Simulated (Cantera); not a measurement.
A perfectly stirred reactor is fed with CH₄ : H₂O : H₂ = 1 : 0.31 : 0.11 (molar parts), at 5.00 bar; it is held at 1725 K, and followed from long to short residence time.

Cantera simulation using GRI-Mech 3.0 (53 species, 325 reactions); the numbers are that mechanism's predictions, not measurements. GRI-Mech 3.0 stops at C3 and has no aromatics, soot or wall deposition, so with more carbon than oxygen in the feed, carbon stays in small species such as C2H2 where larger ones or solid carbon would form.

x: mole fraction; the columns are a selection and need not sum to one.

| τ (s) | x CH₄ | x H₂O | x H₂ | x C₂H | x C₂H₂ | x H |
|---|---|---|---|---|---|---|
| 3.6 | 0.0886 | 0.0105 | 0.684 | 5.66e-8 | 0.0893 | 6.91e-5 |
| 1.4 | 0.0915 | 0.0227 | 0.673 | 6.10e-8 | 0.0956 | 6.83e-5 |
| 0.56 | 0.0966 | 0.0426 | 0.654 | 6.79e-8 | 0.106 | 6.70e-5 |
| 0.22 | 0.106 | 0.0701 | 0.626 | 7.69e-8 | 0.118 | 6.48e-5 |
| 0.087 | 0.124 | 0.0997 | 0.591 | 8.44e-8 | 0.130 | 6.14e-5 |
| 0.034 | 0.159 | 0.126 | 0.545 | 8.61e-8 | 0.133 | (withheld) |
| 0.014 | 0.216 | 0.146 | 0.488 | 8.00e-8 | 0.125 | (withheld) |
| 0.0053 | 0.307 | 0.165 | 0.407 | 6.58e-8 | 0.103 | (withheld) |
| 0.0021 | 0.415 | 0.182 | 0.314 | 4.73e-8 | 0.0722 | (withheld) |

Task: Some entries are withheld; supply them.

Result: 
- 0.034, x H: 5.63e-5
- 0.014, x H: 5.00e-5
- 0.0053, x H: 4.17e-5
- 0.0021, x H: 3.30e-5
